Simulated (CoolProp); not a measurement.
Sulfur hexafluoride along the isobar 4.78 MPa: fugacity coefficient from the reference equation and from simpler models built on Tc = 318.7 K, pc = 3.755 MPa, ω = 0.210; each cubic takes its own stable root.

Values from CoolProp's reference Helmholtz-energy equation of state, Guder 2009.

| T (K) | phase | reference |
|---|---|---|
| 249.4 | liquid | 0.1330 |
| 271.5 | liquid | 0.2373 |
| 293.5 | liquid | 0.3728 |
| 315.6 | liquid | 0.5285 |
| 337.6 | supercritical | 0.6611 |
| 359.6 | supercritical | 0.7334 |
| 381.7 | supercritical | 0.7854 |
| 403.7 | supercritical | 0.8256 |
| 425.8 | supercritical | 0.8577 |
| 447.8 | supercritical | 0.8837 |
| 469.9 | supercritical | 0.9051 |
| 491.9 | supercritical | 0.9228 |
| 513.9 | supercritical | 0.9375 |

**Question.** How far does each simpler model (Soave-Redlich-Kwong, Peng-Robinson) lie from the reference over these 13 states: mean and median of the absolute difference, and the worst?

**Answer.** 
- Soave-Redlich-Kwong: mean 1.1 %, median 0.9 %, worst +3.2 % at 249.4 K and 4.78 MPa
- Peng-Robinson: mean 2.3 %, median 2.2 %, worst -3.9 % at 337.6 K and 4.78 MPa
